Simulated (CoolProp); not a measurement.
A simple Rankine cycle with vinyl chloride: condensing at 323.15 K, boiler at 3.65 MPa, turbine inlet 403.8 K, turbine efficiency 0.85, pump efficiency 0.6, no recuperator. Each further row changes one setting.

Values from CoolProp's reference Helmholtz-energy equation of state, Thol 2022.

| case | thermal efficiency (%) | net work (kJ/kg) | heat in (kJ/kg) | turbine exit temperature (K) | volume ratio over the turbine |
|---|---|---|---|---|---|
| as stated | 12.6 | 40.5 | 323 | 323.1 | 4.85 |
| turbine inlet 423.8 K | 13.1 | 46.9 | 357 | 334.7 | 4.53 |
| condensing temperature 315.15 K | 13.8 | 46.4 | 335 | 315.1 | 5.89 |
| boiler pressure 2.55 MPa | 10.7 | 37.8 | 353 | 339.2 | 3.12 |
| turbine efficiency 0.75 | 10.9 | 35.1 | 323 | 323.1 | 4.94 |

The expansion ends wet for: as stated; condensing temperature 315.15 K; turbine efficiency 0.75.
